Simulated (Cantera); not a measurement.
Input (Python, Cantera) and output of one run.

```python
import numpy as np
import cantera as ct

gas_names = """
    C CN CO CO2 C2 CCN CNC C2N2 C2O C3 C3O2 C4 C4N2 C5 N NCO NO NO2 NO3 N2 N2O O O2 O3 Si SiC SiC2 SiN
    SiO SiO2 Si2 Si2C Si2N Si3
""".split()
cond_names = """
    C(gr) Si(cr) Si(L) SiC(b) SiO2(Lqz) SiO2(hqz) SiO2(L) Si2N2O(s) Si3N4(a)
""".split()


# ... load() reads the species with a 1 bar reference pressure and builds the phases ...
atoms = {
    'SiC': {'Si': 1, 'C': 1},
    'N2O': {'N': 2, 'O': 1},
    'N2': {'N': 2},
}
top_T = {'C(gr)': 4500, 'SiC(b)': 3050, 'Si2N2O(s)': 2100, 'Si3N4(a)': 2400}  # K; cautious upper limits of use, not melting points


# ... equilibrate(T, P, feed) seeds the gas with the atoms and calls Mixture.equilibrate('TP', solver="vcs", rtol=1e-11, max_steps=5000) ...
results = []
feed = {'SiC': 1, 'N2O': 0.38, 'N2': 280}  # mol
P = 0.12  # Pa
for T in [1500, 1550, 1600, 1650, 1700, 1750, 1800, 1850, 1900, 1950, 2000, 2050]:
    mix = equilibrate(T, P, feed)
    results.append((T, P, feed, dict(zip(mix.species_names, mix.species_moles))))

top = {s: max(r[3][s] / sum(r[3][g] for g in gas_names) for r in results) for s in gas_names}
cols = sorted((s for s in top if top[s] > 1e-05), key=lambda s: -top[s])[:9]
seen = [c for c in cond_names if any(r[3].get(c, 0) > 1e-12 for r in results)]
print("log10 of partial pressures in bar; condensed amounts in mol")
print(f"{'T/K':>10s}" + "".join(f"{s[:9]:>10s}" for s in cols + seen))
for T, P, feed, n in results:
    ng = sum(n[g] for g in gas_names)
    print(f"{T:10.4g}" + "".join(f"{np.log10(max(n[s] / ng * P / 1e5, 1e-99)):10.3f}" for s in cols)
          + "".join(f"{n.get(c, 0):10.4g}" for c in seen))
```

It prints:

```
log10 of partial pressures in bar; condensed amounts in mol
       T/K        N2        Si        CO        CN       SiO      SiC2        C3         C      Si2C     C(gr)    SiC(b)
      1500    -5.922    -9.039    -8.896   -14.078    -9.452   -13.949   -20.966   -17.840   -11.857         0    0.7023
      1550    -5.922    -8.842    -8.814   -13.203   -10.050   -12.804   -18.883   -16.649   -11.494         0      0.64
      1600    -5.922    -8.797    -8.793   -12.244   -10.946   -11.592   -16.512   -15.393   -11.295         0    0.6201
      1650    -5.923    -8.478    -8.792   -11.620   -11.252   -10.731   -15.117   -14.491   -10.832    0.4023    0.2063
      1700    -5.923    -8.377    -8.792   -11.214   -11.559   -10.482   -14.348   -13.822   -10.976    0.6012         0
      1750    -5.923    -8.377    -8.791   -10.832   -11.944   -10.344   -13.624   -13.192   -11.302    0.5942         0
      1800    -5.923    -8.378    -8.791   -10.471   -12.308   -10.214   -12.941   -12.597   -11.613    0.5826         0
      1850    -5.923    -8.379    -8.791   -10.130   -12.653   -10.093   -12.296   -12.035   -11.909    0.5636         0
      1900    -5.923    -8.382    -8.791    -9.807   -12.980    -9.979   -11.685   -11.502   -12.190    0.5313         0
      1950    -5.923    -8.385    -8.791    -9.501   -13.292    -9.872   -11.106   -10.996   -12.460    0.4739         0
      2000    -5.923    -8.389    -8.791    -9.210   -13.589    -9.772   -10.557   -10.517   -12.717    0.3668         0
      2050    -5.923    -8.393    -8.791    -8.934   -13.872    -9.678   -10.036   -10.060   -12.964    0.1567         0
```

Equilibrium computed with Cantera from the NASA thermochemical tables; the gas is ideal and each condensed phase is pure.
